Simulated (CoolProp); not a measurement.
Properties of carbon dioxide along the isobar 1.01 bar (Tc = 304.1 K, pc = 73.77 bar, ω = 0.224).

The numbers come from the reference Helmholtz-energy equation of state, Span 1996 in CoolProp.

```tsv
T (K)	phase	cp (kJ/(kg K))	Prandtl number
300.3	gas	0.8529	[?]
312.4	gas	0.8644	0.760
324.5	gas	0.8758	0.758
336.5	gas	[?]	0.756
348.6	gas	0.8978	[?]
360.7	gas	0.9086	[?]
372.8	gas	0.9190	0.751
384.8	gas	[?]	[?]
396.9	gas	0.9392	[?]
```

Some entries are withheld; supply them.


- 300.3, Prandtl number: 0.763
- 336.5, cp (kJ/(kg K)): 0.8869
- 348.6, Prandtl number: 0.754
- 360.7, Prandtl number: 0.753
- 384.8, cp (kJ/(kg K)): 0.9292
- 384.8, Prandtl number: 0.750
- 396.9, Prandtl number: 0.748

Viscosity comes from a separate model (Laesecke 2017). Thermal conductivity comes from a separate model (Huber 2016).
